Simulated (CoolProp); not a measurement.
Vapour-liquid equilibrium of propane (1) + R236FA (2) at 330.5 K; x and y are mole fractions of (1).

Computed with CoolProp (multi-fluid Helmholtz-energy mixture model, Lemmon 2009 and Pan 2012; pair parameters Bell 2016).

```json
[
 {"x": "0.05", "bubble pressure, mixture model (MPa)": "0.8920", "bubble pressure, Raoult's law (MPa)": "0.7762", "y, mixture model": "0.202", "y, Raoult's law": "0.129"},
 {"x": "0.125", "bubble pressure, mixture model (MPa)": "1.129", "bubble pressure, Raoult's law (MPa)": "0.8731", "y, mixture model": "0.379", "y, Raoult's law": "0.287"},
 {"x": "0.2", "bubble pressure, mixture model (MPa)": "1.324", "bubble pressure, Raoult's law (MPa)": "0.9700", "y, mixture model": "0.484", "y, Raoult's law": "0.413"},
 {"x": "0.275", "bubble pressure, mixture model (MPa)": "1.482", "bubble pressure, Raoult's law (MPa)": "1.067", "y, mixture model": "0.553", "y, Raoult's law": "0.516"},
 {"x": "0.35", "bubble pressure, mixture model (MPa)": "1.609", "bubble pressure, Raoult's law (MPa)": "1.164", "y, mixture model": "0.603", "y, Raoult's law": "0.603"},
 {"x": "0.425", "bubble pressure, mixture model (MPa)": "1.712", "bubble pressure, Raoult's law (MPa)": "1.261", "y, mixture model": "0.644", "y, Raoult's law": "0.675"},
 {"x": "0.5", "bubble pressure, mixture model (MPa)": "1.797", "bubble pressure, Raoult's law (MPa)": "1.358", "y, mixture model": "0.679", "y, Raoult's law": "0.738"},
 {"x": "0.575", "bubble pressure, mixture model (MPa)": "1.869", "bubble pressure, Raoult's law (MPa)": "1.455", "y, mixture model": "0.712", "y, Raoult's law": "0.792"},
 {"x": "0.65", "bubble pressure, mixture model (MPa)": "1.930", "bubble pressure, Raoult's law (MPa)": "1.551", "y, mixture model": "0.746", "y, Raoult's law": "0.839"},
 {"x": "0.725", "bubble pressure, mixture model (MPa)": "1.980", "bubble pressure, Raoult's law (MPa)": "1.648", "y, mixture model": "0.784", "y, Raoult's law": "0.881"},
 {"x": "0.8", "bubble pressure, mixture model (MPa)": "2.017", "bubble pressure, Raoult's law (MPa)": "1.745", "y, mixture model": "0.827", "y, Raoult's law": "0.918"},
 {"x": "0.875", "bubble pressure, mixture model (MPa)": "2.036", "bubble pressure, Raoult's law (MPa)": "1.842", "y, mixture model": "0.879", "y, Raoult's law": "0.952"},
 {"x": "0.95", "bubble pressure, mixture model (MPa)": "2.029", "bubble pressure, Raoult's law (MPa)": "1.939", "y, mixture model": "0.945", "y, Raoult's law": "0.982"}
]
```

The largest gap from Raoult's law is +38.9 % in bubble pressure, at x = 0.275. y crosses x between x = 0.875 and 0.95: the model has an azeotrope there.

The pair parameters rest on a limited set of measurements; away from them the model extrapolates.
